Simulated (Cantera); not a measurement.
Input: 1 mol Cr, 3.6 mol NH3, 2.8 mol H2, equilibrated at 10.0 mbar.

Equilibrium computed with Cantera from the NASA thermochemical tables; the gas is ideal and each condensed phase is pure. Candidate condensed phases: Cr, CrN, Cr2N; 11 gas species. Rates play no part.

log p: log10 of the partial pressure in bar; n: condensed amount in mol.

```csv
T (K),log p H2,log p H,log p N2,log p Cr,log p N,log p NH,n Cr(s)
1548,-2.09,-5.55,-2.74,-5.83,<-14,-13.42,0.999
1648,-2.09,-5.09,-2.75,-5.05,-13.09,-12.69,0.991
1748,-2.09,[?],-2.75,[?],[?],[?],0.956
1848,-2.10,-4.32,-2.75,-3.75,-11.45,-11.47,0.818
1948,-2.12,-4.01,-2.78,-3.20,-10.77,-10.98,0.327
2048,-2.14,-3.72,-2.79,-3.05,-10.15,-10.53,0
2148,-2.15,-3.45,-2.79,-3.05,-9.58,-10.11,0
2248,-2.16,-3.21,-2.80,-3.05,-9.06,-9.73,0
2348,-2.18,-3.00,-2.81,-3.06,-8.59,-9.39,0
2448,-2.21,-2.81,-2.82,-3.08,-8.16,-9.09,0
2548,-2.26,[?],-2.84,-3.09,[?],[?],0
2648,-2.33,-2.50,-2.86,-3.12,-7.40,-8.59,0
```

Some entries are withheld; supply them.


- 1748, log p H: -4.69
- 1748, log p Cr: -4.36
- 1748, log p N: -12.22
- 1748, log p NH: -12.04
- 2548, log p H: -2.64
- 2548, log p N: -7.76
- 2548, log p NH: -8.83
